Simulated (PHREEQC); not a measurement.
Consider water at 20 °C with 0.027 mol/kgw KHCO3, 6.4e-05 mol/kgw Na2B4O7 and 0.23 mol/kgw NaCl. Closed to the air; pH follows from the charge balance.

All values are PHREEQC results (ion-association model, wateq4f.dat), not measurements.

Each row changes one thing in this solution. Precipitation was switched off in this run.

```csv
case,pH,HCO3- (mol/kgw),NaHCO3 (mol/kgw),CO2 (mol/kgw),CO3-2 (mol/kgw),NaCO3- (mol/kgw),SI of Nahcolite (NaHCO3),SI of Halite (NaCl)
as made,8.00,0.0245,0.00159,0.000408,0.000264,0.000251,-1.93,-3.14
diluted 10-fold with water,8.27,0.00261,2.49e-5,2.89e-5,3.17e-5,5.85e-6,-3.76,-4.98
temperature from 20 to 15 °C,8.08,0.0245,0.00160,0.000375,0.000277,0.000204,-1.88,…
Na2B4O7 from 6.4e-05 to 5.76e-05 mol/kgw,8.00,0.0245,0.00159,0.000413,0.000261,0.000248,-1.93,-3.14
0.013 mol/kgw KCl added,8.00,0.0245,0.00158,0.000408,0.000266,0.000249,-1.93,-3.12
NaCl from 0.23 to 2.3 mol/kgw,7.46,0.0185,0.00715,0.000602,9.62e-5,0.000621,-1.07,…
Na2B4O7 from 6.4e-05 to 0.00032 mol/kgw,8.18,0.0244,0.00159,0.000272,0.000393,0.000373,-1.93,-3.14
NaCl from 0.23 to 0.253 mol/kgw,7.99,0.0244,0.00171,0.000415,0.000259,0.000264,-1.89,-3.07
```

Question: Some entries are withheld; supply them.

Answer: 
- temperature from 20 to 15 °C, SI of Halite (NaCl): -3.13
- NaCl from 0.23 to 2.3 mol/kgw, SI of Halite (NaCl): -1.18

The ionic strength passes 0.7 mol/kgw, the rough limit of the ion-association models, in NaCl from 0.23 to 2.3 mol/kgw.
